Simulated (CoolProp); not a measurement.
Vapour-liquid equilibrium of acetone (1) + cyclohexane (2) at 0.159 MPa; x and y are mole fractions of (1).

Computed with CoolProp (multi-fluid Helmholtz-energy mixture model, Lemmon 2006 and Zhou 2014; pair parameters Bell 2016).

```json
[
 {"x": "0.05", "bubble temperature, mixture model (°C)": "[?]", "bubble temperature, Raoult's law (°C)": "94.5", "y, mixture model": "0.278", "y, Raoult's law": "0.101"},
 {"x": "0.2", "bubble temperature, mixture model (°C)": "[?]", "bubble temperature, Raoult's law (°C)": "89.0", "y, mixture model": "[?]", "y, Raoult's law": "0.350"},
 {"x": "0.35", "bubble temperature, mixture model (°C)": "70.1", "bubble temperature, Raoult's law (°C)": "84.4", "y, mixture model": "0.622", "y, Raoult's law": "0.538"},
 {"x": "0.5", "bubble temperature, mixture model (°C)": "68.6", "bubble temperature, Raoult's law (°C)": "80.4", "y, mixture model": "0.664", "y, Raoult's law": "0.685"},
 {"x": "0.65", "bubble temperature, mixture model (°C)": "67.8", "bubble temperature, Raoult's law (°C)": "76.8", "y, mixture model": "0.710", "y, Raoult's law": "0.802"},
 {"x": "0.8", "bubble temperature, mixture model (°C)": "[?]", "bubble temperature, Raoult's law (°C)": "73.6", "y, mixture model": "0.784", "y, Raoult's law": "0.897"},
 {"x": "0.95", "bubble temperature, mixture model (°C)": "[?]", "bubble temperature, Raoult's law (°C)": "70.8", "y, mixture model": "0.925", "y, Raoult's law": "0.977"}
]
```

Task: What belongs in the gaps?

Result: 
- 0.05, bubble temperature, mixture model (°C): 86.0
- 0.2, bubble temperature, mixture model (°C): 73.5
- 0.2, y, mixture model: 0.547
- 0.8, bubble temperature, mixture model (°C): 67.6
- 0.95, bubble temperature, mixture model (°C): 68.9

The largest gap from Raoult's law is -15.5 K in bubble temperature, at x = 0.2. y crosses x between x = 0.65 and 0.8: the model has an azeotrope there.

Pair parameters are fitted to limited data, so mixtures are less certain than the pure fluids.
